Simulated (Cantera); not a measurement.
An isothermal, constant-pressure homogeneous reactor starts with H2 : O2 : N2 = 0.067 : 1 : 0.25 (molar parts), equivalence ratio 0.034, at 1123 K and 2670 Pa.

Model: GRI-Mech 3.0 (53 species, 325 reactions), integrated in Cantera. Radical loss at walls, strong at low pressure, is not modelled. The temperature is held fixed by assumption; the heat of reaction is taken as removed at once.

x: mole fraction; the columns are a selection and need not sum to one.

```json
[
 {"t (s)": "5.00e-6", "x H2": "0.0509", "x O2": "0.759", "x N2O": "<1e-12", "x H": "7.04e-11", "x NO": "<1e-12"},
 {"t (s)": "2.46e-5", "x H2": "0.0509", "x O2": "0.759", "x N2O": "<1e-12", "x H": "2.94e-10", "x NO": "<1e-12"},
 {"t (s)": "0.000121", "x H2": "0.0509", "x O2": "0.759", "x N2O": "<1e-12", "x H": "1.49e-9", "x NO": "<1e-12"},
 {"t (s)": "0.000592", "x H2": "0.0509", "x O2": "0.759", "x N2O": "<1e-12", "x H": "1.69e-7", "x NO": "<1e-12"},
 {"t (s)": "0.00291", "x H2": "0.00166", "x O2": "0.728", "x N2O": "9.99e-10", "x H": "0.00998", "x NO": "4.17e-8"},
 {"t (s)": "0.0143", "x H2": "0.000317", "x O2": "0.746", "x N2O": "[?]", "x H": "0.00132", "x NO": "1.64e-7"},
 {"t (s)": "0.0701", "x H2": "2.11e-5", "x O2": "0.752", "x N2O": "[?]", "x H": "2.28e-5", "x NO": "1.73e-7"},
 {"t (s)": "0.344", "x H2": "1.11e-6", "x O2": "0.753", "x N2O": "7.62e-9", "x H": "3.05e-7", "x NO": "1.73e-7"},
 {"t (s)": "1.69", "x H2": "9.92e-8", "x O2": "0.753", "x N2O": "7.86e-9", "x H": "8.87e-9", "x NO": "1.73e-7"},
 {"t (s)": "8.30", "x H2": "1.36e-8", "x O2": "0.753", "x N2O": "7.87e-9", "x H": "4.73e-10", "x NO": "1.73e-7"},
 {"t (s)": "40.7", "x H2": "2.43e-9", "x O2": "0.753", "x N2O": "7.40e-9", "x H": "3.66e-11", "x NO": "1.73e-7"},
 {"t (s)": "200", "x H2": "8.93e-10", "x O2": "0.753", "x N2O": "[?]", "x H": "8.21e-12", "x NO": "1.73e-7"}
]
```

Q: Some entries are withheld; supply them.

A: 
- 0.0143, x N2O: 4.74e-9
- 0.0701, x N2O: 6.89e-9
- 200, x N2O: 5.28e-9
